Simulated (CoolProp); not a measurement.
A Linde-Hampson liquefier for nitrogen: isothermal reversible compression at 250 K from 1 atm to 40 MPa, throttling to 1 atm, return gas leaving the recuperator 5 K below the feed. Each further row changes one setting.

The numbers come from the reference Helmholtz-energy equation of state, Span 2000 in CoolProp.

```csv
case,liquid yield per pass,compression work (kJ/kg of gas)
as stated,___,443
high pressure 80 MPa,___,___
warm-end temperature 280 K,___,___
warm-end gap 10 K,___,443
```

Question: Fill in the missing entries.

Answer: 
- as stated, liquid yield per pass: 0.143
- high pressure 80 MPa, liquid yield per pass: 0.096
- high pressure 80 MPa, compression work (kJ/kg of gas): 521
- warm-end temperature 280 K, liquid yield per pass: 0.102
- warm-end temperature 280 K, compression work (kJ/kg of gas): 503
- warm-end gap 10 K, liquid yield per pass: 0.131
